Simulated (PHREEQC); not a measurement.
Solution (25 °C): 8.5 mmol/kgw NH4Cl and 11 mmol/kgw Na2CO3. Closed to the air; pH follows from the charge balance.

The numbers come from PHREEQC with the ion-association model, phreeqc.dat.

Question: The ionic strength comes out as 0.0266 mol/kgw. What activity coefficients do CO3-2, HCO3-, Na+, NH4+, NaCO3- get?

Answer: CO3-2 0.55, HCO3- 0.86, Na+ 0.86, NH4+ 0.85, NaCO3- 0.86.

This is a speciation only: nothing precipitates in the calculation.
